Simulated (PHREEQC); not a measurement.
Solution (54 °C): 0.0016 mol/kgw Cu(NO3)2, 0.001 mol/kgw H2SO4 and 0.00011 mol/kgw Na2SO4. Closed to the air; pH follows from the charge balance.

Equilibrium calculation in PHREEQC: ion-association model, wateq4f.dat.

This is a speciation only: nothing precipitates in the calculation.

### Question
Predict the pH, ionic strength.

### Answer
pH 2.78; ionic strength 0.00720 mol/kgw.

### Question
In which forms is S present?

### Answer
SO4-2 70 %, HSO4- 17 %, CuSO4 12 % of the S.

Species that the database lacks are ignored. At this temperature some constants are extrapolated from 25 °C, and those without enthalpy data are left unchanged.
